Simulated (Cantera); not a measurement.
What does this Cantera script print?

```python
import numpy as np
import cantera as ct

gas = ct.Solution("h2o2.yaml")
gas.TPX = 575, 13332, {'H2': 1, 'O2': 0.893, 'N2': 2.41}
flame = ct.FreeFlame(gas, width=0.16)
flame.set_refine_criteria(ratio=3, slope=0.08, curve=0.16)
flame.transport_model = "mixture-averaged"
flame.solve(loglevel=0, auto=True)
z, T = flame.grid, flame.T
thick = (T[-1] - T[0]) / np.gradient(T, z).max()
show = ['H2', 'O2', 'H', 'H2O2', 'HO2', 'O']
print(f"laminar burning velocity  {flame.velocity[0] * 100:.3f} cm/s")
print(f"burnt temperature         {T[-1]:.1f} K")
print(f"thermal thickness         {thick * 1e3:.4f} mm")
print(f"grid points               {len(z)}")
z0 = z[flame.heat_release_rate.argmax()]
print(f"{'z/mm':>9s}{'T/K':>9s}{'u/(m/s)':>9s}" + "".join(f"{s:>11s}" for s in show))
rows = []
for k in (-3, -2, -1.5, -1, -0.5, -0.25, 0, 0.25, 0.5, 1, 2, 4, 8):
    zz = z0 + k * thick
    rows.append([k * thick, np.interp(zz, z, T), np.interp(zz, z, flame.velocity),
                 *(np.interp(zz, z, flame.X[gas.species_index(s)]) for s in show)])
    print(f"{rows[-1][0] * 1e3:9.3f}{rows[-1][1]:9.1f}{rows[-1][2]:9.3f}" + "".join(f"{x:11.3e}" for x in rows[-1][3:]))
```

Output:

```
laminar burning velocity  490.761 cm/s
burnt temperature         2203.4 K
thermal thickness         5.4851 mm
grid points               140
     z/mm      T/K  u/(m/s)         H2         O2          H       H2O2        HO2          O
  -16.455    575.0    4.908  2.324e-01  2.075e-01  8.804e-17  3.544e-17  1.832e-14  7.449e-18
  -10.970    575.0    4.908  2.324e-01  2.075e-01  1.212e-12  9.859e-16  2.763e-11  5.055e-14
   -8.228    575.0    4.908  2.324e-01  2.075e-01  2.782e-10  1.868e-13  2.427e-09  7.130e-12
   -5.485    575.0    4.908  2.324e-01  2.075e-01  1.489e-07  2.984e-10  5.801e-07  2.738e-09
   -2.743    585.5    4.986  2.299e-01  2.076e-01  2.819e-04  1.209e-06  7.333e-05  1.004e-05
   -1.371    724.9    6.082  2.039e-01  2.047e-01  6.987e-03  1.728e-06  4.820e-05  3.270e-04
    0.000   1093.0    8.885  9.272e-02  1.636e-01  4.255e-02  1.332e-06  2.391e-05  8.910e-03
    1.371   1360.9   10.948  2.555e-02  1.138e-01  5.264e-02  1.324e-06  1.387e-05  2.147e-02
    2.743   1485.9   11.875  2.039e-02  1.065e-01  4.417e-02  8.853e-07  1.084e-05  2.283e-02
    5.485   1627.4   12.886  1.918e-02  1.034e-01  3.284e-02  4.814e-07  8.339e-06  2.114e-02
   10.970   1775.3   13.910  1.684e-02  1.012e-01  2.196e-02  2.464e-07  6.141e-06  1.781e-02
   21.940   1916.1   14.856  1.330e-02  9.993e-02  1.293e-02  1.361e-07  4.278e-06  1.350e-02
   43.881   2040.3   15.668  9.147e-03  9.956e-02  6.413e-03  8.631e-08  2.976e-06  8.975e-03
```

Cantera simulation using the H2/O2 subset of GRI-Mech 3.0, which has no nitrogen chemistry; the numbers are that mechanism's predictions, not measurements. Burning velocities carry a grid error of a few per cent, more on coarse grids. Lean hydrogen flames are cellular in practice and burn faster than this planar one.
